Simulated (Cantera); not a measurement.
A closed system holds: 1 mol Si3N4, 11 mol F2, held at 2050 K and 113 Torr.

These are equilibrium values from Cantera (NASA tables, ideal gas, pure condensed phases), not measurements of a reactor. Candidate condensed phases: Si, Si3N4; 16 gas species. The numbers say what is thermodynamically allowed, not how fast it happens.

Base state: F 0.666, SiF4 0.200, N2 0.133, F2 0.000242 (mole fractions); condensed: gas only.

**Question.** What changes in the equilibrium state with this change: temperature from 2050 K to 825 K?

**Answer.** 
```
species    before   after
-------  --------  ------
F2       0.000242   0.349
SiF4        0.200   0.338
N2          0.133   0.157
F           0.666  0.0184
NF3         <1e-9   0.137
```
